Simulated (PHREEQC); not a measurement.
## Nickel, zinc or cadmium bath

Dissolve 0.025 mol/kgw NiSO4, 0.21 mol/kgw Na2SO4 and 0.013 mol/kgw HCl at 31 °C. Closed to the air; pH follows from the charge balance.

The numbers come from PHREEQC with the ion-association model, wateq4f.dat.

Each row changes one thing in this solution. This is a speciation only: nothing precipitates in the calculation.

```json
[
 {"case": "as made", "pH": "2.69", "ionic strength (mol/kgw)": "0.546", "Na+ (mol/kgw)": "0.362", "SO4-2 (mol/kgw)": "0.152", "NaSO4- (mol/kgw)": "0.0576", "HSO4- (mol/kgw)": "0.0103", "SI of Mirabilite (Na2SO4:10H2O)": "-1.92", "SI of Halite (NaCl)": "-4.27"},
 {"case": "NiSO4 left out", "pH": "2.67", "ionic strength (mol/kgw)": "0.510", "Na+ (mol/kgw)": "0.364", "SO4-2 (mol/kgw)": "0.144", "NaSO4- (mol/kgw)": "0.0560", "HSO4- (mol/kgw)": "___", "SI of Mirabilite (Na2SO4:10H2O)": "-1.92", "SI of Halite (NaCl)": "-4.27"},
 {"case": "diluted 10-fold with water", "pH": "3.26", "ionic strength (mol/kgw)": "___", "Na+ (mol/kgw)": "0.0402", "SO4-2 (mol/kgw)": "0.0200", "NaSO4- (mol/kgw)": "0.00176", "HSO4- (mol/kgw)": "0.000646", "SI of Mirabilite (Na2SO4:10H2O)": "-4.21", "SI of Halite (NaCl)": "-6.07"},
 {"case": "0.067 mol/kgw K2CO3 added", "pH": "9.17", "ionic strength (mol/kgw)": "___", "Na+ (mol/kgw)": "0.358", "SO4-2 (mol/kgw)": "0.157", "NaSO4- (mol/kgw)": "0.0554", "HSO4- (mol/kgw)": "___", "SI of Mirabilite (Na2SO4:10H2O)": "-1.96", "SI of Halite (NaCl)": "-4.29"},
 {"case": "temperature from 31 to 20 °C", "pH": "2.62", "ionic strength (mol/kgw)": "0.551", "Na+ (mol/kgw)": "0.364", "SO4-2 (mol/kgw)": "0.154", "NaSO4- (mol/kgw)": "0.0560", "HSO4- (mol/kgw)": "0.00983", "SI of Mirabilite (Na2SO4:10H2O)": "-1.38", "SI of Halite (NaCl)": "-4.24"}
]
```

Q: Complete the blanks.

A: 
- NiSO4 left out, HSO4- (mol/kgw): 0.0102
- diluted 10-fold with water, ionic strength (mol/kgw): 0.0653
- 0.067 mol/kgw K2CO3 added, ionic strength (mol/kgw): 0.649
- 0.067 mol/kgw K2CO3 added, HSO4- (mol/kgw): 3.34e-9

Some of these states are supersaturated (in Ni(OH)2, for instance). The database's nickel carbonate constants are estimates that later reviews lower a good deal.
